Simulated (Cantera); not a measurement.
A counterflow diffusion flame at 220000 Pa, nozzles 20 mm apart: fuel side 100 % H2 at 575 K, oxidiser side 25.0 % O2, 75.0 % N2 at 698 K, fuel mass flux 0.24 times the oxidiser's; mixture-averaged transport, no radiation.

Computed with Cantera and the H2/O2 subset of GRI-Mech 3.0, which has no nitrogen chemistry. The hydrogen kinetics of GRI-Mech 3.0 are dated; newer H2 mechanisms differ, most at raised pressure. The maximum strain rate includes the flame's own expansion and is several times the mean.

x: mole fraction; the columns are a selection and need not sum to one.

```json
[
 {"oxidiser flux (kg/m²/s)": "1.3", "max strain (1/s)": "944", "mean strain (1/s)": "227", "T max (K)": "2824", "peak x OH": "0.0305", "peak x H": "0.0186", "peak x H2O": "0.308", "peak x HO2": "2.16e-5"},
 {"oxidiser flux (kg/m²/s)": "1.8", "max strain (1/s)": "1300", "mean strain (1/s)": "315", "T max (K)": "2813", "peak x OH": "0.0306", "peak x H": "0.0189", "peak x H2O": "0.307", "peak x HO2": "2.93e-5"},
 {"oxidiser flux (kg/m²/s)": "2.5", "max strain (1/s)": "1790", "mean strain (1/s)": "437", "T max (K)": "2800", "peak x OH": "0.0308", "peak x H": "0.0196", "peak x H2O": "0.306", "peak x HO2": "3.90e-5"},
 {"oxidiser flux (kg/m²/s)": "3.4", "max strain (1/s)": "2410", "mean strain (1/s)": "594", "T max (K)": "2781", "peak x OH": "0.0310", "peak x H": "0.0204", "peak x H2O": "0.305", "peak x HO2": "4.97e-5"},
 {"oxidiser flux (kg/m²/s)": "4.7", "max strain (1/s)": "3330", "mean strain (1/s)": "822", "T max (K)": "2755", "peak x OH": "0.0312", "peak x H": "0.0217", "peak x H2O": "0.303", "peak x HO2": "6.33e-5"},
 {"oxidiser flux (kg/m²/s)": "6.5", "max strain (1/s)": "?", "mean strain (1/s)": "1140", "T max (K)": "2724", "peak x OH": "0.0315", "peak x H": "0.0234", "peak x H2O": "0.301", "peak x HO2": "?"},
 {"oxidiser flux (kg/m²/s)": "9", "max strain (1/s)": "?", "mean strain (1/s)": "1570", "T max (K)": "2679", "peak x OH": "0.0316", "peak x H": "0.0252", "peak x H2O": "0.298", "peak x HO2": "?"}
]
```

Task: Some entries are withheld; supply them.

Result: 
- 6.5, max strain (1/s): 4600
- 6.5, peak x HO2: 8.00e-5
- 9, max strain (1/s): 6360
- 9, peak x HO2: 9.77e-5
